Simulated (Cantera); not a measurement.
Mixture: 4.10 % CO, 4.91 % H2, 4.91 % CH4, 16.9 % O2, 69.2 % N2, equivalence ratio 0.85, at 1100000 Pa, adiabatic and at constant pressure. Ignition delay is the time to a rise of 400 K.

Model: GRI-Mech 3.0 (53 species, 325 reactions), integrated in Cantera.

**Question.** Predict: delay at 1050 K; delay at 1125 K; delay at 1200 K; delay at 1275 K; delay at 1350 K; delay at 1425 K; apparent activation energy between 1275 and 1425 K.

**Answer.** delay at 1050 K: 2.87 ms
delay at 1125 K: 0.613 ms
delay at 1200 K: 0.196 ms
delay at 1275 K: 88.0 µs
delay at 1350 K: 47.7 µs
delay at 1425 K: 28.5 µs
apparent activation energy between 1275 and 1425 K: 110 kJ/mol
